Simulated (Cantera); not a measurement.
Mixture: CH4 : CO : O2 : N2 : CO2 = 1 : 0.29 : 1.26 : 4.74 : 0.059 (molar parts), at 255 Torr, adiabatic and at constant pressure. Ignition delay is the time to a rise of 400 K.

Computed with Cantera and GRI-Mech 3.0 (53 species, 325 reactions).

**Question.** Predict: delay at 1150 K; delay at 1225 K; delay at 1300 K; delay at 1375 K; delay at 1450 K; delay at 1525 K; delay at 1600 K; apparent activation energy between 1450 and 1600 K.

**Answer.** 
* **delay at 1150 K**: 0.418 s
* **delay at 1225 K**: 0.124 s
* **delay at 1300 K**: 40.7 ms
* **delay at 1375 K**: 14.7 ms
* **delay at 1450 K**: 5.95 ms
* **delay at 1525 K**: 2.69 ms
* **delay at 1600 K**: 1.36 ms
* **apparent activation energy between 1450 and 1600 K**: 190 kJ/mol
